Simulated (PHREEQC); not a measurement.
Ultrapure water in contact with air or piping: speciation

Synthetic water in mg/L, 25 °C, pH 7, pe 9.3: Na 0.0116; K 0.153; Ca 0.168; Mg 0.204; Cl 0.392; S(6) as SO4 0.393; Alkalinity as HCO3 0.703; Cu(2) 0.0326; N(5) as NO3 0.00554; Si as SiO2 0.0558; Li 0.00446; Sr 0.000884; Zn 0.00942.

Valence states are taken as typed.

Computed with PHREEQC (ion-association model, phreeqc.dat).

No solid was allowed to form.

### Question
Estimate the charge-balance error.

### Answer
charge-balance error 1.2 %.

### Question
In which forms is C present?

### Answer
HCO3- 82 %, CO2 18 % of the C.

The database's constant for dissolved Cu(OH)2 is higher than later reviews accept.
